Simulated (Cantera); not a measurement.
**Moist CO burnout**

An isothermal, constant-pressure homogeneous reactor starts with CO : O₂ : H₂O : N₂ = 0.029 : 0.013 : 0.0023 : 1 (molar parts), at 1350 K and 27000 Pa.

Detailed kinetics in Cantera: GRI-Mech 3.0 (53 species, 325 reactions).

```
t (s)        x CO      x O₂     x H₂O    x CO₂     x HO₂       x H
--------  -------  --------  --------  -------  --------  --------
0.000500   0.0278    0.0124   0.00220  2.29e-8  7.43e-11   1.32e-9
0.00107    0.0278    0.0124   0.00220  7.65e-8  4.69e-10   7.33e-9
0.00229    0.0278    0.0124   0.00220  6.26e-7   5.59e-9   7.37e-8
0.00491    0.0277    0.0124   0.00220  4.41e-5   2.53e-7   5.42e-6
0.0105     0.0200   0.00758   0.00106  0.00778   4.88e-7   0.00190
0.0226     0.0108   0.00365  0.000745   0.0171   2.69e-7   0.00239
0.0483    0.00686   0.00202   0.00141   0.0212   1.55e-7   0.00109
0.103     0.00475  0.000997   0.00178   0.0233   7.80e-8  0.000462
0.222     0.00365  0.000441   0.00196   0.0245   3.49e-8  0.000212
0.475     0.00310  0.000161   0.00204   0.0250   1.28e-8  0.000102
1.02      0.00288   4.26e-5   0.00208   0.0252   3.38e-9   4.70e-5
2.18      0.00282   6.72e-6   0.00210   0.0253  5.13e-10   1.79e-5
4.67      0.00281   5.79e-7   0.00211   0.0253  3.69e-11   5.01e-6
10.0      0.00281   4.32e-8   0.00211   0.0253  1.65e-12   1.28e-6
```
x: mole fraction; the columns are a selection and need not sum to one.

Equilibrium at this temperature and pressure: CO 0.00279, O₂ 4.97e-11, H₂O 0.00211, CO₂ 0.0253, HO₂ <1e-12, H 5.02e-8 (gas phase only).
